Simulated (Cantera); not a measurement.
A perfectly stirred reactor is fed with CH4 : CO : O2 : N2 = 1 : 1 : 5.21 : 19.6 (molar parts), at 0.510 bar; it is adiabatic with a 750 K inlet, and is followed from long to short residence time, starting on the burning branch (τ in s: 0.33, 0.12, 0.04, 0.014, 0.0048, 0.0016, 0.00057, 0.0002, 6.8e-05, 2.4e-05, 8.2e-06).

Computed with Cantera and GRI-Mech 3.0 (53 species, 325 reactions).

### Question
What does this change do: pressure from 0.510 bar to 13.0 bar?

### Answer
| quantity | before | after |
|---|---|---|
| blow-out, bracketed by the residence times tried | burning at 0.200 ms, out at 68.0 µs | burning at 0.200 ms, out at 68.0 µs |
| x(CH4) at τ = 0.330 s | 2.82e-6 | 5.04e-7 |
| x(CO) at τ = 0.330 s | 0.000468 | 4.26e-5 |
| x(O2) at τ = 0.330 s | 0.103 | 0.103 |
| x(C2H) at τ = 0.330 s | <1e-12 | <1e-12 |
| x(H2) at τ = 0.330 s | 9.22e-5 | 7.23e-6 |
| x(CH4) at τ = 1.60 ms | 9.58e-5 | 4.39e-5 |
| x(CO) at τ = 1.60 ms | 0.0104 | 0.00153 |
| x(O2) at τ = 1.60 ms | 0.105 | 0.104 |
| x(C2H) at τ = 1.60 ms | 1.14e-12 | 1.16e-11 |
| x(H2) at τ = 1.60 ms | 0.00175 | 6.37e-5 |
The pressure lies above the range GRI-Mech 3.0 was tuned for (to about 10 atm).
